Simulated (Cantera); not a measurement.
## Thermodynamics of aluminium nitride and oxide growth, feed Al + N2O + N2

Input: 1 mol Al, 9.7 mol N2O, 6.7 mol N2, at 13.3 mbar.

Equilibrium computed with Cantera from the NASA thermochemical tables; the gas is ideal and each condensed phase is pure. Candidate condensed phases: Al, AlN, Al2O3; 16 gas species. Kinetics and transport are ignored.

From 602 °C to 1802 °C the condensed part is Al2O3(s).

| T (°C) | x N2 | x O2 | x NO | x O | x NO2 | n Al2O3(s) |
|---|---|---|---|---|---|---|
| 602 | 0.800 | 0.200 | 6.40e-6 | 7.96e-12 | 1.05e-7 | 0.500 |
| 702 | 0.800 | 0.200 | 2.32e-5 | 2.79e-10 | 1.69e-7 | 0.500 |
| 802 | 0.800 | 0.200 | 6.62e-5 | 5.08e-9 | 2.48e-7 | 0.500 |
| 902 | 0.800 | 0.200 | 0.000158 | 5.65e-8 | 3.42e-7 | 0.500 |
| 1002 | 0.800 | 0.200 | 0.000330 | 4.32e-7 | 4.48e-7 | 0.500 |
| 1102 | 0.800 | 0.200 | 0.000617 | 2.46e-6 | 5.66e-7 | 0.500 |
| 1202 | 0.799 | 0.199 | 0.00106 | 1.11e-5 | 6.93e-7 | 0.500 |
| 1302 | 0.799 | 0.199 | 0.00170 | 4.14e-5 | 8.28e-7 | 0.500 |
| 1402 | 0.799 | 0.199 | 0.00258 | 0.000132 | 9.67e-7 | 0.500 |
| 1502 | 0.798 | 0.198 | 0.00373 | 0.000369 | 1.11e-6 | 0.500 |
| 1602 | 0.797 | 0.197 | 0.00517 | 0.000924 | 1.25e-6 | 0.500 |
| 1702 | 0.796 | 0.195 | 0.00692 | 0.00211 | 1.39e-6 | 0.500 |
| 1802 | 0.794 | 0.193 | 0.00899 | 0.00443 | 1.53e-6 | 0.500 |
x: gas mole fraction; n: condensed amount in mol.
